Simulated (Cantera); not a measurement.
A perfectly stirred reactor is fed with 2.94 % C2H6, 97.1 % N2, at 20.0 Torr; it is held at 1225 K, and followed from long to short residence time.

Cantera simulation using GRI-Mech 3.0 (53 species, 325 reactions); the numbers are that mechanism's predictions, not measurements. GRI-Mech 3.0 stops at C3 and has no aromatics, soot or wall deposition, so with more carbon than oxygen in the feed, carbon stays in small species such as C2H2 where larger ones or solid carbon would form. Radical loss at walls, strong at low pressure, is not modelled.

x: mole fraction; the columns are a selection and need not sum to one.

| τ (s) | x C2H6 | x C2H4 | x H | x C2H | x HCN | x CH3 |
|---|---|---|---|---|---|---|
| 18 | 0.000229 | 0.00208 | 6.67e-6 | 7.77e-10 | 2.66e-9 | 1.45e-5 |
| 5.8 | 0.000576 | 0.00422 | 8.13e-6 | 9.08e-10 | 2.31e-9 | 2.27e-5 |
| 1.9 | … | … | 9.35e-6 | 9.34e-10 | … | … |
| 0.60 | 0.00399 | 0.0125 | 9.89e-6 | 7.48e-10 | 1.86e-9 | 6.10e-5 |
| 0.19 | 0.0102 | 0.0133 | 8.98e-6 | 3.76e-10 | 1.56e-9 | 0.000100 |
| 0.062 | 0.0195 | 0.00810 | 7.15e-6 | 1.18e-10 | 1.15e-9 | 0.000133 |
| 0.020 | 0.0260 | 0.00291 | 5.46e-6 | 2.66e-11 | 7.44e-10 | 0.000128 |
| 0.0064 | 0.0286 | 0.000666 | 3.48e-6 | 3.32e-12 | 2.66e-10 | 8.01e-5 |
| 0.0021 | 0.0293 | … | … | <1e-12 | 1.89e-11 | … |
| 0.00067 | 0.0294 | 3.88e-6 | 1.86e-7 | <1e-12 | <1e-12 | 1.27e-5 |

What belongs in the gaps?


- 1.9, x C2H6: 0.00148
- 1.9, x C2H4: 0.00795
- 1.9, x HCN: 2.04e-9
- 1.9, x CH3: 3.62e-5
- 0.0021, x C2H4: 7.98e-5
- 0.0021, x H: 1.25e-6
- 0.0021, x CH3: 3.39e-5
